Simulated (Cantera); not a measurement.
A perfectly stirred reactor is fed with 20.2 % H2, 20.2 % O2, 59.4 % N2, 0.150 % NO, at 10.0 bar; it is adiabatic with a 450 K inlet, and is followed from long to short residence time, starting on the burning branch (τ in s: 0.047, 0.024, 0.012, 0.0062, 0.0031, 0.0016, 0.0008, 0.00041, 0.00021, 0.0001, 5.3e-05).

Detailed kinetics in Cantera: GRI-Mech 3.0 (53 species, 325 reactions). The hydrogen kinetics of GRI-Mech 3.0 are dated; newer H2 mechanisms differ, most at raised pressure. The mechanism lacks 2 NO + O2 → 2 NO2 and HONO, so NO2 and the effect of NO are under-described below about 1400 K.

Problem. Predict: blow-out, bracketed by the residence times tried; x(H2) at τ = 47.0 ms; x(O2) at τ = 47.0 ms; x(NO) at τ = 47.0 ms; x(OH) at τ = 47.0 ms; x(H) at τ = 47.0 ms; x(H2) at τ = 1.60 ms; x(O2) at τ = 1.60 ms; x(NO) at τ = 1.60 ms; x(OH) at τ = 1.60 ms; x(H) at τ = 1.60 ms.

Solution. 
```
Property                                                                          Result
------------------------------------------------  --------------------------------------
blow-out, bracketed by the residence times tried  burning at 53.0 µs, the shortest tried
x(H2) at τ = 47.0 ms                                                             6.28e-5
x(O2) at τ = 47.0 ms                                                               0.112
x(NO) at τ = 47.0 ms                                                             0.00177
x(OH) at τ = 47.0 ms                                                             0.00132
x(H) at τ = 47.0 ms                                                              3.50e-6
x(H2) at τ = 1.60 ms                                                            0.000322
x(O2) at τ = 1.60 ms                                                               0.112
x(NO) at τ = 1.60 ms                                                             0.00166
x(OH) at τ = 1.60 ms                                                             0.00202
x(H) at τ = 1.60 ms                                                              1.89e-5
```
